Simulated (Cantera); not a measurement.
Feed: 1 mol Si₃N₄, 0.38 mol H₂, 0.45 mol C, equilibrated at 10.0 mbar.

Method: chemical equilibrium by Gibbs-energy minimisation in Cantera with the NASA 1993 tables (ideal gas, pure condensed phases). Candidate condensed phases: C, C₆H₆, C₇H₈, C₈H₁₈, Si, SiC, Si₃N₄; 105 gas species. Mutual solubility and eutectic melting of coexisting phases are not modelled. The tables' values for SiN are old estimates; treat these amounts as uncertain. Gases not in the tables: Si₂H₆ and higher silanes. Equilibrium is a limit: real reactors are often held back by kinetics, nucleation or transport. All values below are at 2050 K.

Base state: N₂ 0.829, H₂ 0.153, H 0.00887, Si 0.00773, HCN 0.000418, Si₂C 0.000260, Si₂N 0.000205, SiH 0.000183 (mole fractions); condensed: Si(l) + SiC(s).

Q: What changes in the equilibrium state with this change: H₂ from 0.38 to 0.17 mol?

A: 
| species | before | after |
|---|---|---|
| N₂ | 0.829 | 0.911 |
| H₂ | 0.153 | 0.0741 |
| Si | 0.00773 | 0.00773 |
| H | 0.00887 | 0.00618 |
| SiH₂ | 2.14e-5 | 1.04e-5 |
| SiH | 0.000183 | 0.000127 |
| HNC | 2.59e-5 | 1.89e-5 |
| Si(l), mol | 2.53 | 2.53 |
| SiC(s), mol | 0.448 | 0.449 |
